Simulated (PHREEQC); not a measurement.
Make-up at 25 °C and 100 atm: 1.2 mol/kgw CaCl2, 0.0215 mol/kgw H3BO3 and 0.61 mol/kgw KBr. It is in equilibrium with CO2 at log p = -1 (atm). Otherwise closed; pH follows from the charge balance.

Equilibrium calculation in PHREEQC: Pitzer model, pitzer.dat.

Precipitation was switched off in this run.

Question: What pH does the model give?

Answer: pH 4.20.

In brines, pH and single-ion activities rest on the MacInnes convention. Under pressure, the constants of complexes without a molar volume in the database are unreliable.
